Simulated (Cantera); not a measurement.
Cantera run:

```python
import numpy as np
import cantera as ct

gas_names = """
    AL ALH ALN ALO ALOH ALO2 ALO2H AL2 AL2O AL2O2 H HALO HNO HNO2 HNO3 HO2 H2 H2O H2O2 N NH NH2 NH3
    NH2OH NO NO2 NO3 N2 N2H2 N2H4 N2O O OH O2 O3
""".split()
cond_names = """
    AL(cr) AL(L) ALN(s) AL2O3(a) AL2O3(L) H2O(s) H2O(L)
""".split()


# ... load() reads the species with a 1 bar reference pressure and builds the phases ...
atoms = {
    'Al': {'AL': 1},
    'H2O': {'H': 2, 'O': 1},
    'N2': {'N': 2},
    'O2': {'O': 2},
}
top_T = {'ALN(s)': 2750}  # K; cautious upper limits of use, not melting points


# ... equilibrate(T, P, feed) seeds the gas with the atoms and calls Mixture.equilibrate('TP', solver="vcs", rtol=1e-11, max_steps=5000) ...
results = []
feed = {'Al': 1, 'H2O': 1, 'N2': 26, 'O2': 11}  # mol
T = 1175  # K
P = 1333.22  # Pa
mix = equilibrate(T, P, feed)
results.append((T, P, feed, dict(zip(mix.species_names, mix.species_moles))))
x = sorted(zip(gas.X, gas.species_names), reverse=True)
print(f"T = {T:g} K  P = {P:g} Pa  gas = {mix.phase_moles(0):.4g} mol")
print("   x: " + "  ".join(f"{s} {v:.3e}" for v, s in x if v > 0.001))
print("   condensed (mol): " + ("  ".join(f"{mix.phase(i).name} {mix.phase_moles(i):.4g}"
      for i in range(1, mix.n_phases) if mix.phase_moles(i) > 1e-12) or "none"))
```

Result:

```
T = 1175 K  P = 1333.22 Pa  gas = 37.25 mol
   x: N2 6.979e-01  O2 2.751e-01  H2O 2.684e-02
   condensed (mol): AL2O3(a) 0.5
```

Equilibrium computed with Cantera from the NASA thermochemical tables; the gas is ideal and each condensed phase is pure.
